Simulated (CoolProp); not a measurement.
Vapour-liquid equilibrium of propane (1) + toluene (2) at 303.1 K; x and y are mole fractions of (1).

Model: multi-fluid Helmholtz-energy mixture model, Lemmon 2009 and Lemmon 2006; pair parameters Bell 2016, in CoolProp.

Task: Give the bubble pressure and the first vapour's composition at x = 0.125, 0.275, 0.95. Is there an azeotrope?

Result: x = 0.125: 222.8 kPa, y = 0.978; x = 0.275: 436.9 kPa, y = 0.989; x = 0.95: 1015 kPa, y = 0.999. No azeotrope shows between x = 0.05 and 0.95.

The pair parameters rest on a limited set of measurements; away from them the model extrapolates. The gap from Raoult's law changes sign with composition, which may be real or a fault of the pair parameters; it wasn't checked against measurements. With so large a gap from Raoult's law the liquid may split in two, which this calculation doesn't test in full.
